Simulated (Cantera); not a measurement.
An adiabatic, constant-volume homogeneous reactor starts with CH4 : O2 : N2 = 1 : 5.41 : 20.3 (molar parts), at 1600 K and 1.01 bar. Integrator tolerance rtol = 1e-08.

Computed with Cantera and GRI-Mech 3.0 (53 species, 325 reactions).

Task: What does this change do: 0.061 parts H2 added?

Result: 
```tsv
quantity	before	after
time of steepest temperature rise	0.374 ms	0.308 ms
temperature at 0.400 s	2457 K	2467 K
equilibrium temperature	2457 K	2467 K
x(CH4) at 0.400 s	<1e-12 (gas-phase equilibrium <1e-12)	<1e-12 (gas-phase equilibrium <1e-12)
x(O2) at 0.400 s	0.117 (gas-phase equilibrium 0.117)	0.116 (gas-phase equilibrium 0.116)
x(CH2O) at 0.400 s	1.17e-12 (gas-phase equilibrium 1.17e-12)	1.35e-12 (gas-phase equilibrium 1.35e-12)
x(CO2) at 0.400 s	0.0348 (gas-phase equilibrium 0.0348)	0.0347 (gas-phase equilibrium 0.0347)
x(CO) at 0.400 s	0.00239 (gas-phase equilibrium 0.00239)	0.00253 (gas-phase equilibrium 0.00253)
```

Task: What does this change do: initial temperature 1600 to 1800 K?

Result: 
```tsv
quantity	before	after
time of steepest temperature rise	0.374 ms	0.105 ms
temperature at 0.400 s	2457 K	2573 K
equilibrium temperature	2457 K	2573 K
x(CH4) at 0.400 s	<1e-12 (gas-phase equilibrium <1e-12)	<1e-12 (gas-phase equilibrium <1e-12)
x(O2) at 0.400 s	0.117 (gas-phase equilibrium 0.117)	0.114 (gas-phase equilibrium 0.114)
x(CH2O) at 0.400 s	1.17e-12 (gas-phase equilibrium 1.17e-12)	3.47e-12 (gas-phase equilibrium 3.47e-12)
x(CO2) at 0.400 s	0.0348 (gas-phase equilibrium 0.0348)	0.0328 (gas-phase equilibrium 0.0328)
x(CO) at 0.400 s	0.00239 (gas-phase equilibrium 0.00239)	0.00432 (gas-phase equilibrium 0.00432)
```
